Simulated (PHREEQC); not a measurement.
Make-up at 25 °C: 0.22 mol/kgw HF, 3.9e-05 mol/kgw NaF and 0.0017 mol/kgw HCl. Closed to the air; pH follows from the charge balance.

Computed with PHREEQC (ion-association model, phreeqc.dat).

No solid was allowed to form.

Problem. Order these F species by the share of F that they hold, largest first: HF, HF2-, F-.

Solution. HF (89 %), HF2- (6.4 %), F- (4.2 %)

The pH is 1.79 and the ionic strength 0.0181 mol/kgw.
